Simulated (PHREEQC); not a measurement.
Consider water at 25 °C with 0.057 mol/kgw Na2SeO3, 0.00011 mol/kgw NH3 and 0.00095 mol/kgw NaCl. Closed to the air; pH follows from the charge balance.

The numbers come from PHREEQC with the ion-association model, wateq4f.dat.

```
Property                 Result
----------------  -------------
pH                        10.38
ionic strength    0.172 mol/kgw
total alkalinity   0.110 meq/kg
```

```csv
species,molality,activity,log γ
Na+,0.115,0.0864,-0.124
SeO3-2,0.0567,0.0182,-0.493
Cl-,0.000950,0.000687,-0.141
OH-,0.000331,0.000238,-0.143
HSeO3-,0.000321,0.000242,-0.123
NH3,0.000100,0.000100,0.000
NH4+,9.79e-6,7.37e-6,-0.123
```

No solid was allowed to form.
